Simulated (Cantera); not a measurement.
Input (Python, Cantera):

```python
import numpy as np
import cantera as ct

gas = ct.Solution("h2o2.yaml")
gas.TPX = 575, 420000, {'H2': 1, 'O2': 0.521, 'N2': 1.82}
flame = ct.FreeFlame(gas, width=0.015)
flame.set_refine_criteria(ratio=3, slope=0.08, curve=0.16)
flame.transport_model = "mixture-averaged"
flame.solve(loglevel=0, auto=True)
z, T = flame.grid, flame.T
thick = (T[-1] - T[0]) / np.gradient(T, z).max()
show = ['H2', 'O2', 'H2O', 'H2O2', 'OH', 'H']
print(f"laminar burning velocity  {flame.velocity[0] * 100:.3f} cm/s")
print(f"burnt temperature         {T[-1]:.1f} K")
print(f"thermal thickness         {thick * 1e3:.4f} mm")
print(f"grid points               {len(z)}")
z0 = z[flame.heat_release_rate.argmax()]
print(f"{'z/mm':>9s}{'T/K':>9s}{'u/(m/s)':>9s}" + "".join(f"{s:>11s}" for s in show))
rows = []
for k in (-3, -2, -1.5, -1, -0.5, -0.25, 0, 0.25, 0.5, 1, 2, 4, 8):
    zz = z0 + k * thick
    rows.append([k * thick, np.interp(zz, z, T), np.interp(zz, z, flame.velocity),
                 *(np.interp(zz, z, flame.X[gas.species_index(s)]) for s in show)])
    print(f"{rows[-1][0] * 1e3:9.3f}{rows[-1][1]:9.1f}{rows[-1][2]:9.3f}" + "".join(f"{x:11.3e}" for x in rows[-1][3:]))
```

Output:

```
laminar burning velocity  688.053 cm/s
burnt temperature         2598.8 K
thermal thickness         0.0704 mm
grid points               111
     z/mm      T/K  u/(m/s)         H2         O2        H2O       H2O2         OH          H
   -0.211    575.0    6.881  2.993e-01  1.559e-01  5.350e-11  9.586e-14  3.537e-15  2.531e-15
   -0.141    575.0    6.880  2.993e-01  1.559e-01  3.377e-09  8.477e-12  4.318e-13  3.171e-13
   -0.106    575.0    6.880  2.992e-01  1.560e-01  4.513e-08  1.397e-10  7.152e-12  5.370e-12
   -0.070    575.3    6.878  2.987e-01  1.561e-01  2.775e-06  1.372e-08  6.190e-10  1.043e-09
   -0.035    604.3    7.124  2.871e-01  1.578e-01  1.177e-03  1.042e-05  2.999e-05  3.680e-05
   -0.018    878.4    9.982  2.422e-01  1.524e-01  2.675e-02  6.971e-05  1.187e-03  3.133e-03
    0.000   1367.7   15.015  1.522e-01  1.141e-01  1.138e-01  2.170e-05  4.346e-03  2.025e-02
    0.018   1716.3   18.601  7.753e-02  6.202e-02  2.055e-01  4.941e-06  1.145e-02  3.446e-02
    0.035   1900.7   20.463  5.064e-02  3.880e-02  2.442e-01  2.956e-06  1.664e-02  3.413e-02
    0.070   2086.8   22.250  4.041e-02  2.829e-02  2.655e-01  1.770e-06  1.982e-02  2.547e-02
    0.141   2259.2   23.822  3.450e-02  2.337e-02  2.817e-01  1.188e-06  1.990e-02  1.596e-02
    0.281   2404.8   25.095  2.736e-02  1.923e-02  2.978e-01  8.919e-07  1.808e-02  8.963e-03
    0.563   2510.5   25.990  2.042e-02  1.596e-02  3.114e-01  7.377e-07  1.543e-02  4.818e-03
```

Model: the H2/O2 subset of GRI-Mech 3.0, which has no nitrogen chemistry, integrated in Cantera. The hydrogen kinetics of GRI-Mech 3.0 are dated; newer H2 mechanisms differ, most at raised pressure. Burning velocities carry a grid error of a few per cent, more on coarse grids.
